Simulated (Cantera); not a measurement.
A closed system holds: 1 mol SiF₄, a varied amount of H₂O, 180 mol N₂, 0.28 mol NO, held at 1652 °C and 13.0 Pa.

Method: chemical equilibrium by Gibbs-energy minimisation in Cantera with the NASA 1993 tables (ideal gas, pure condensed phases). Candidate condensed phases: H₂O, Si, SiO₂, Si₂N₂O, Si₃N₄; 58 gas species. The tables' values for SiF₃, SiO₂ are old estimates; treat these amounts as uncertain. Equilibrium is a limit: real reactors are often held back by kinetics, nucleation or transport.

**Question.** At 1.4 mol H₂O, list the 6 most abundant gas species with their mole fractions, and the condensed phases.

**Answer.** N₂ 0.975, HF 0.0151, SiO 0.00382, O₂ 0.00164, SiF₄ 0.00140, O 0.00131. Condensed: gas only.
